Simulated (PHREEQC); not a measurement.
Consider water at 25 °C with 0.008 mol HF, 0.039 mol (CH3)4NF and 1.3e-06 mol H4SiO4 per kg of water. Closed to the air; pH follows from the charge balance.

The numbers come from PHREEQC with the ion-association model, phreeqc.dat.

No solid was allowed to form.

### Question
Order these F species by the share of F that they hold, largest first: HF, F-, HF2-.

### Answer
F- (81 %), HF (15 %), HF2- (4.3 %)

The pH is 3.84 and the ionic strength 0.0392 mol/kgw. (CH3)4N+ isn't in the database: it is added as a free cation with an ion size of 4 Å. SiF6-2 is the database's only silicon fluoride.
